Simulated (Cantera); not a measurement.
What does this Cantera script print?

```python
import numpy as np
import cantera as ct

gas_names = [...]  # 151 gases of nasa_gas.yaml made of C, H, N, O, Si
cond_names = """
    C(gr) C6H6(L) C7H8(L) C8H18(L),n-octa H2O(s) H2O(L) Si(cr) Si(L) SiC(b) SiO2(Lqz) SiO2(hqz) SiO2(L)
    Si2N2O(s) Si3N4(a)
""".split()


# ... load() reads the species with a 1 bar reference pressure and builds the phases ...
atoms = {
    'HMDSO': {'Si': 2, 'C': 6, 'H': 18, 'O': 1},
    'NO': {'N': 1, 'O': 1},
    'H2': {'H': 2},
}
top_T = {'C(gr)': 4500, 'SiC(b)': 3050, 'Si2N2O(s)': 2100, 'Si3N4(a)': 2400}  # K; cautious upper limits of use, not melting points


# ... equilibrate(T, P, feed) seeds the gas with the atoms and calls Mixture.equilibrate('TP', solver="vcs", rtol=1e-11, max_steps=5000) ...
results = []
feed = {'HMDSO': 1, 'NO': 0.12, 'H2': 0.59}  # mol
T = 1723.15  # K
P = 35000  # Pa
mix = equilibrate(T, P, feed)
results.append((T, P, feed, dict(zip(mix.species_names, mix.species_moles))))
print(gas.report(threshold=0.0001))
for i in range(1, mix.n_phases):
    print(f"{mix.phase(i).name:16s} {mix.phase_moles(i):12.5e} mol")
```

It prints:

```
       temperature   1723.2 K
          pressure   35000 Pa
           density   0.011924 kg/m^3
  mean mol. weight   4.8808 kg/kmol
   phase of matter   gas

                          1 kg             1 kmol
                     ---------------   ---------------
          enthalpy         6.683e+06        3.2618e+07  J
   internal energy        3.7476e+06        1.8291e+07  J
           entropy             41591          2.03e+05  J/K
    Gibbs function       -6.4985e+07       -3.1718e+08  J
 heat capacity c_p            6867.1             33517  J/K
 heat capacity c_v            5163.6             25203  J/K

                      mass frac. Y      mole frac. X     chem. pot. / RT
                     ---------------   ---------------   ---------------
               CH4        0.00091548        0.00027852           -42.823
                CO           0.59418           0.10354           -38.238
                 H        6.0126e-05        0.00029113           -10.091
               HCN         0.0015963        0.00028829           -28.907
                H2           0.36745           0.88962           -20.183
                N2          0.031125         0.0054228           -32.716
               SiO         0.0041221        0.00045638           -44.881
     [ +144 minor]        0.00055215        0.00010794

C(gr)             2.88200e+00 mol
Si(L)             0.00000e+00 mol
SiC(b)            1.99508e+00 mol
SiO2(L)           0.00000e+00 mol
Si2N2O(s)         0.00000e+00 mol
Si3N4(a)          0.00000e+00 mol
```

Cantera equilibrium calculation (NASA polynomials, part measured and part estimated; ideal gas, pure solids and liquids). The feed counts by its element totals alone.
